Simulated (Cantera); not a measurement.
A Cantera script and what it prints.

```python
import numpy as np
import cantera as ct

gas_names = """
    C CO CO2 C2 C2O C3 C3O2 C4 C5 Fe FeC5O5 FeO O O2 O3
""".split()
cond_names = """
    C(gr) Fe(a) Fe(c) Fe(d) Fe(L) FeC5O5(L) FeO(s) FeO(L) Fe2O3(s) Fe3O4(s)
""".split()


def load(file, names, dense=False):
    # The tables refer to 1 bar. Condensed volumes are neglected.
    table = {s.name: s for s in ct.Species.list_from_file(file)}
    out = []
    for n in names:
        d = dict(table[n].input_data)
        d["thermo"] = dict(d["thermo"], **{"reference-pressure": 1e5})
        if dense:
            d["equation-of-state"] = {"model": "constant-volume", "density": "1e6 g/cm^3"}
        out.append(ct.Species.from_dict(d))
    return out


gas = ct.Solution(thermo="ideal-gas", species=load("nasa_gas.yaml", gas_names))
cond = {s.name: ct.Solution(thermo="fixed-stoichiometry", species=[s], name=s.name)
        for s in load("nasa_condensed.yaml", cond_names, dense=True)}
atoms = {
    'Fe': {'Fe': 1},
    'CO': {'C': 1, 'O': 1},
}
top_T = {'C(gr)': 4500, 'Fe2O3(s)': 1830, 'Fe3O4(s)': 1870}  # K; cautious upper limits of use, not melting points


def equilibrate(T, P, feed):
    n = {}
    for name, mol in feed.items():
        for a, k in atoms[name].items():
            n[a] = n.get(a, 0.0) + k * mol
    gas.TPX = T, P, n
    mass = sum(n.values()) * gas.mean_molecular_weight
    gas.equilibrate("TP")
    valid = [c for c in cond.values() if c.min_temp <= T <= top_T.get(c.name, c.max_temp)]
    mix = ct.Mixture([(gas, mass / gas.mean_molecular_weight)] + [(c, 0.0) for c in valid])
    mix.T, mix.P = T, P
    mix.equilibrate("TP", solver="vcs", rtol=1e-11, max_steps=5000)
    return mix


results = []
feed = {'Fe': 1, 'CO': 1.6}  # mol
T = 1073  # K
P = 22  # Pa
mix = equilibrate(T, P, feed)
results.append((T, P, feed, dict(zip(mix.species_names, mix.species_moles))))
print(gas.report(threshold=1e-05))
for i in range(1, mix.n_phases):
    print(f"{mix.phase(i).name:16s} {mix.phase_moles(i):12.5e} mol")
```

Result:

```
       temperature   1073 K
          pressure   22 Pa
           density   6.9073e-05 kg/m^3
  mean mol. weight   28.01 kg/kmol
   phase of matter   gas

                          1 kg             1 kmol
                     ---------------   ---------------
          enthalpy       -3.0851e+06       -8.6414e+07  J
   internal energy       -3.4036e+06       -9.5335e+07  J
           entropy             10957        3.0692e+05  J/K
    Gibbs function       -1.4842e+07       -4.1574e+08  J
 heat capacity c_p            1196.5             33514  J/K
 heat capacity c_v            899.66             25200  J/K

                      mass frac. Y      mole frac. X     chem. pot. / RT
                     ---------------   ---------------   ---------------
                CO           0.99995           0.99997           -46.599
               CO2        4.8671e-05        3.0978e-05           -91.572
     [  +13 minor]        3.7573e-09        1.8845e-09

C(gr)             4.95625e-05 mol
Fe(a)             1.00000e+00 mol
FeC5O5(L)         0.00000e+00 mol
FeO(s)            0.00000e+00 mol
Fe2O3(s)          0.00000e+00 mol
Fe3O4(s)          0.00000e+00 mol
```

Cantera equilibrium calculation (NASA polynomials, part measured and part estimated; ideal gas, pure solids and liquids).
